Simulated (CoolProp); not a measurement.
Model: reference Helmholtz-energy equation of state, Lemmon 2006, in CoolProp. It is a short technical equation, of lower accuracy than the large ones.

Task: For carbon monoxide, give the phase and the Joule-Thomson coefficient (K/MPa) at -155.65 °C and 1.01 bar; -61.35 °C and 1.01 bar; -14.25 °C and 1.01 bar.

Result: 
- -155.65 °C and 1.01 bar: gas; Joule-Thomson coefficient 13.2
- -61.35 °C and 1.01 bar: gas; Joule-Thomson coefficient 4.81
- -14.25 °C and 1.01 bar: gas; Joule-Thomson coefficient 3.36
